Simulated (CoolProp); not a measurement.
Vapour-liquid equilibrium of dimethyl ether (1) + n-perfluorobutane (2) at 707 kPa; x and y are mole fractions of (1).

The numbers come from the multi-fluid Helmholtz-energy mixture model, Wu 2011 and Gao 2022; pair parameters Bell 2016 in CoolProp.

```csv
x,"bubble temperature, mixture model (K)","bubble temperature, Raoult's law (K)","y, mixture model","y, Raoult's law"
0.05,325.1,330.5,0.180,0.096
0.125,315.5,327.7,0.390,0.225
0.2,308.3,325.1,0.527,0.339
0.275,303.6,322.6,0.610,0.439
0.35,300.8,320.3,?,0.528
0.425,299.3,318.1,?,0.607
0.5,298.5,316.0,0.703,0.677
0.575,298.1,314.0,0.714,0.740
0.65,297.9,312.2,?,0.797
0.725,297.9,310.4,0.731,0.849
0.8,298.0,308.7,0.748,0.895
0.875,298.6,307.1,0.787,0.938
0.95,301.0,305.5,0.877,0.976
```

What belongs in the gaps?


- 0.35, y, mixture model: 0.658
- 0.425, y, mixture model: 0.687
- 0.65, y, mixture model: 0.722

The largest gap from Raoult's law is -19.5 K in bubble temperature, at x = 0.35. y crosses x between x = 0.725 and 0.8: the model has an azeotrope there.

Pair parameters are fitted to limited data, so mixtures are less certain than the pure fluids. With so large a gap from Raoult's law the liquid may split in two, which this calculation doesn't test in full.
